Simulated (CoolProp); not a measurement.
Properties of ethanol along the isobar 9.38 MPa.

The numbers come from the reference Helmholtz-energy equation of state, Schroeder 2014 in CoolProp.

| T (K) | phase | Z | cp (kJ/(kg K)) | Prandtl number | fugacity coefficient |
|---|---|---|---|---|---|
| 194.1 | liquid | 0.3044 | 1.945 | 183 | 6.803e-8 |
| 238 | liquid | 0.2593 | 2.066 | 51.0 | 1.236e-5 |
| 281.9 | liquid | 0.2286 | 2.307 | 21.3 | 0.0003882 |
| 325.7 | liquid | 0.2072 | 2.651 | 11.4 | 0.004291 |
| 369.6 | liquid | 0.1925 | 3.079 | 7.29 | 0.02433 |
| 413.5 | liquid | 0.1844 | 3.576 | 5.14 | 0.08638 |
| 457.4 | liquid | 0.1840 | 4.035 | 3.68 | 0.2177 |
| 501.2 | liquid | 0.1971 | 4.859 | 2.83 | 0.4227 |

Viscosity comes from a separate model (Kiselev 2005). Thermal conductivity comes from a separate model (Assael 2013).
